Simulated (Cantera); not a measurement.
# CS2 + H2 (abatement and gas-phase synthesis)

Charge: 1 mol CS2, 0.32 mol H2, held at 1348 K.

Equilibrium computed with Cantera from the NASA thermochemical tables; the gas is ideal and each condensed phase is pure. Candidate condensed phases: C, C6H6, C7H8, C8H18, S; 83 gas species. The ideal-gas law is rough above about 30 bar. The numbers say what is thermodynamically allowed, not how fast it happens.

| P (Pa) | log p CS2 | log p H2S | log p H2 | log p S2 | log p CS | log p SH | log p S | n C(graphite) |
|---|---|---|---|---|---|---|---|---|
| 10 | -4.20 | -6.19 | -4.63 | -4.95 | -6.11 | -6.87 | -7.72 | 0.148 |
| 65 | -3.38 | -4.98 | -3.83 | -4.14 | -5.71 | -6.07 | -7.31 | 0.157 |
| 420 | -2.57 | -3.80 | -3.06 | -3.33 | -5.30 | -5.27 | -6.91 | 0.170 |
| 2700 | -1.77 | -2.68 | -2.33 | -2.52 | -4.90 | -4.51 | -6.50 | 0.192 |
| 17000 | -0.97 | -1.63 | -1.69 | -1.73 | -4.50 | -3.79 | -6.11 | 0.222 |
| 110000 | -0.16 | -0.66 | -1.12 | -0.92 | -4.10 | -3.10 | -5.70 | 0.250 |
| 720000 | 0.65 | 0.23 | -0.63 | -0.11 | -3.69 | -2.45 | -5.30 | 0.269 |
| 4700000 | 1.46 | 1.09 | -0.18 | 0.71 | -3.28 | -1.82 | -4.89 | 0.279 |
| 30000000 | 2.27 | 1.91 | 0.24 | 1.51 | -2.88 | -1.21 | -4.49 | 0.283 |
log p: log10 of the partial pressure in bar; n: condensed amount in mol.

From 10.0 Pa to 300 bar the condensed part is C(graphite). The main C-bearing gas is CS2 throughout. The share of C in condensed phases is highest at 300 bar (28.3 %) and lowest at 10.0 Pa (14.8 %).
